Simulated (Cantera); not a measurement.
Charge: 1 mol CuO, 400 mol H₂, 26 mol N₂, equilibrated at 1675 °C and 0.0900 Torr.

Equilibrium computed with Cantera from the NASA thermochemical tables; the gas is ideal and each condensed phase is pure. Candidate condensed phases: Cu, CuO, Cu(OH)₂, Cu₂O, H₂O; 27 gas species. Rates play no part.

Base state: H₂ 0.843, H 0.0948, N₂ 0.0580, Cu 0.00223, H₂O 0.00221, OH 2.25e-5 (mole fractions); condensed: gas only.

Q: What changes in the equilibrium state with this change: temperature from 1675 °C to 725 °C?

A: 
```
species      before    after
----------  -------  -------
H₂            0.843    0.937
N₂           0.0580   0.0610
H₂O         0.00221  0.00235
H            0.0948  1.91e-7
Cu          0.00223  1.21e-7
OH          2.25e-5    <1e-9
Cu(s), mol        0    1.000
```
